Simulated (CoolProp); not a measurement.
Properties of sulfur hexafluoride along the isobar 4.23 MPa.

Computed with CoolProp (reference Helmholtz-energy equation of state, Guder 2009).

```json
[
 {"T (K)": "250.9", "phase": "liquid", "isothermal compressibility (1/MPa)": "0.004288", "viscosity (µPa s)": "290", "conductivity (mW/(m K))": "71.5", "fugacity coefficient": "0.1536"},
 {"T (K)": "277.3", "phase": "liquid", "isothermal compressibility (1/MPa)": "0.008583", "viscosity (µPa s)": "191", "conductivity (mW/(m K))": "63.5", "fugacity coefficient": "0.2988"},
 {"T (K)": "303.7", "phase": "liquid", "isothermal compressibility (1/MPa)": "0.02743", "viscosity (µPa s)": "119", "conductivity (mW/(m K))": "54.0", "fugacity coefficient": "0.4895"},
 {"T (K)": "330.1", "phase": "supercritical", "isothermal compressibility (1/MPa)": "0.7726", "viscosity (µPa s)": "26.4", "conductivity (mW/(m K))": "28.9", "fugacity coefficient": "0.6727"},
 {"T (K)": "356.6", "phase": "supercritical", "isothermal compressibility (1/MPa)": "0.3646", "viscosity (µPa s)": "22.7", "conductivity (mW/(m K))": "23.4", "fugacity coefficient": "0.7552"},
 {"T (K)": "383", "phase": "supercritical", "isothermal compressibility (1/MPa)": "0.3065", "viscosity (µPa s)": "22.8", "conductivity (mW/(m K))": "23.8", "fugacity coefficient": "0.8108"},
 {"T (K)": "409.4", "phase": "supercritical", "isothermal compressibility (1/MPa)": "0.2814", "viscosity (µPa s)": "23.3", "conductivity (mW/(m K))": "25.3", "fugacity coefficient": "0.8522"},
 {"T (K)": "435.8", "phase": "supercritical", "isothermal compressibility (1/MPa)": "0.2673", "viscosity (µPa s)": "24.0", "conductivity (mW/(m K))": "27.1", "fugacity coefficient": "0.8840"},
 {"T (K)": "462.3", "phase": "supercritical", "isothermal compressibility (1/MPa)": "0.2583", "viscosity (µPa s)": "24.8", "conductivity (mW/(m K))": "29.0", "fugacity coefficient": "0.9090"}
]
```

Viscosity comes from a separate model (Quiñones-Cisneros 2012). Thermal conductivity comes from a separate model (Assael 2012).
